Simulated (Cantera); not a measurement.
An adiabatic, constant-pressure homogeneous reactor starts with C3H8 : O2 : N2 = 1 : 3.33 : 12.5 (molar parts), at 973 K and 0.490 bar. Integrator tolerance rtol = 1e-08.

Cantera simulation using GRI-Mech 3.0 (53 species, 325 reactions); the numbers are that mechanism's predictions, not measurements. GRI-Mech 3.0 was tuned for natural gas; its chemistry of propane as a main component is partial and can be far from experiment. Below about 1000 K GRI-Mech 3.0 lacks low-temperature oxidation paths.

Q: What does this change do: initial temperature 973 to 1650 K?

A: 
| quantity | before | after |
|---|---|---|
| temperature at 0.200 s | 973 K | 2766 K |
| equilibrium temperature | 2439 K | 2766 K |
| x(C3H8) at 0.200 s | 0.0590 (gas-phase equilibrium <1e-12) | <1e-12 (gas-phase equilibrium <1e-12) |
| x(O2) at 0.200 s | 0.198 (gas-phase equilibrium 0.000218) | 0.00311 (gas-phase equilibrium 0.00311) |
| x(OH) at 0.200 s | 2.63e-10 (gas-phase equilibrium 0.00302) | 0.0140 (gas-phase equilibrium 0.0140) |
| x(H2O) at 0.200 s | 7.24e-5 (gas-phase equilibrium 0.140) | 0.120 (gas-phase equilibrium 0.120) |
| x(CH4) at 0.200 s | 0.000231 (gas-phase equilibrium <1e-12) | <1e-12 (gas-phase equilibrium <1e-12) |
| x(CH2) at 0.200 s | <1e-12 (gas-phase equilibrium <1e-12) | <1e-12 (gas-phase equilibrium <1e-12) |
| time of steepest temperature rise | not reached | 51.5 µs |
